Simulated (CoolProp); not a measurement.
Properties of sulfur hexafluoride along the isobar 101 kPa (Tc = 318.7 K, pc = 3755 kPa, ω = 0.210).

The numbers come from the reference Helmholtz-energy equation of state, Guder 2009 in CoolProp.

| T (K) | phase | cp (kJ/(kg K)) | Joule-Thomson coefficient (K/MPa) | conductivity (mW/(m K)) |
|---|---|---|---|---|
| 301.5 | gas | 0.6742 | 9.043 | 13.2 |
| 324.6 | gas | 0.7085 | 7.370 | 15.0 |
| 347.7 | gas | 0.7395 | 6.132 | 16.7 |
| 370.8 | gas | 0.7675 | 5.186 | 18.4 |
| 393.9 | gas | 0.7928 | 4.444 | 20.1 |
| 417 | gas | 0.8155 | 3.850 | 21.8 |
| 440.1 | gas | 0.8359 | 3.365 | 23.5 |
| 463.2 | gas | 0.8544 | 2.963 | 25.1 |
| 486.3 | gas | 0.8710 | 2.627 | 26.7 |
| 509.5 | gas | 0.8860 | 2.340 | 28.3 |
| 532.6 | gas | 0.8996 | 2.095 | 29.8 |
| 555.7 | gas | 0.9119 | 1.883 | 31.3 |
| 578.8 | gas | 0.9231 | 1.699 | 32.8 |
| 601.9 | gas | 0.9332 | 1.536 | 34.2 |
| 625 | gas | 0.9425 | 1.393 | 35.7 |

Thermal conductivity comes from a separate model (Assael 2012).
